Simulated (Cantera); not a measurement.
Feed: 1 mol HI, 0.048 mol H2, 0.1 mol O2, equilibrated at 3348.15 K and 1.00 bar.

These are equilibrium values from Cantera (NASA tables, ideal gas, pure condensed phases), not measurements of a reactor. Candidate condensed phases: H2O, I2; 12 gas species. Kinetics and transport are ignored.

Base state: I 0.561, H 0.160, H2 0.151, H2O 0.0634, OH 0.0284, O 0.0178, HI 0.0160, O2 0.00291 (mole fractions); condensed: gas only.

Q: What changes in the equilibrium state with this change: pressure from 1.00 bar to 64.0 bar?

A: 
| species | before | after |
|---|---|---|
| I | 0.561 | 0.534 |
| H2 | 0.151 | 0.168 |
| H2O | 0.0634 | 0.129 |
| H | 0.160 | 0.0211 |
| HI | 0.0160 | 0.129 |
| I2 | 0.000199 | 0.0116 |
| O | 0.0178 | 0.000510 |
| OH | 0.0284 | 0.00686 |
| O2 | 0.00291 | 0.000152 |
The ideal-gas law is rough above about 30 bar.
